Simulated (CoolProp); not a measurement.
Tetrahydrofuran at 496.58 K and 5.17 MPa is throttled through a valve to 1.44 MPa with no heat exchange. Each further row changes one setting.

Computed with CoolProp (reference Helmholtz-energy equation of state, Fiedler 2023).

```json
[
 {"case": "as stated", "temperature change (K)": "-44.3", "final phase": "two-phase, vapour fraction 0.367", "final density (kg/m³)": "86.3"},
 {"case": "outlet pressure 0.432 MPa", "temperature change (K)": "-104.7", "final phase": "two-phase, vapour fraction 0.673", "final density (kg/m³)": "15.4"},
 {"case": "outlet pressure 1.87 MPa", "temperature change (K)": "-28.6", "final phase": "two-phase, vapour fraction 0.256", "final density (kg/m³)": "148"}
]
```
